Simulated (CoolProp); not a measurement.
Vapour-liquid equilibrium of isobutene (1) + acetone (2) at 317.9 K; x and y are mole fractions of (1).

The numbers come from the multi-fluid Helmholtz-energy mixture model, Lemmon 2005 and Lemmon 2006; pair parameters Bell 2016 in CoolProp.

```tsv
x	bubble pressure (kPa)	y at the bubble point	dew pressure at overall composition x (kPa)	liquid density (mol/L)
0.05	121.9	0.459	71.19	12.94
0.15	214.3	0.711	79.33	12.58
0.25	285.3	0.796	89.50	12.23
0.35	[?]	0.839	102.6	11.88
0.45	376.9	0.866	120.1	11.55
0.55	407.3	0.885	144.6	11.23
0.65	[?]	0.903	181.5	10.92
0.75	459.3	[?]	242.3	[?]
0.85	486.6	0.945	353.4	10.37
0.95	516.8	0.978	[?]	10.14
```

Q: What belongs in the gaps?

A: 
- 0.35, bubble pressure (kPa): 337.9
- 0.65, bubble pressure (kPa): 433.6
- 0.75, y at the bubble point: 0.922
- 0.75, liquid density (mol/L): 10.64
- 0.95, dew pressure at overall composition x (kPa): 491.4

No azeotrope shows between x = 0.05 and 0.95.

Pair parameters are fitted to limited data, so mixtures are less certain than the pure fluids. With so large a gap from Raoult's law the liquid may split in two, which this calculation doesn't test in full.
